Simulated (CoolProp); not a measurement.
A single-stage vapour-compression cycle with trans-2-butene: evaporating at 288.15 K (dew point), condensing at 324.15 K (bubble point), superheat 0 K, subcooling 8 K, compressor efficiency 0.9, no pressure losses. Each further row changes one setting.

The numbers come from the reference Helmholtz-energy equation of state, Lemmon 2005 in CoolProp. It is a short technical equation, of lower accuracy than the large ones.

```tsv
case	cooling COP	pressure ratio	discharge temperature (K)	refrigerating effect (kJ/kg)	volumetric capacity (kJ/m³)
as stated	6.59	2.94	326.0	326	1370
evaporating temperature 293.15 K	7.93	2.48	325.4	332	1630
condensing temperature 319.15 K	7.83	2.57	321.1	338	1420
subcooling 13 K	6.84	2.94	326.0	338	1420
superheat 10 K	6.63	2.94	335.9	342	1380
compressor efficiency 0.8	5.86	2.94	329.3	326	1370
```
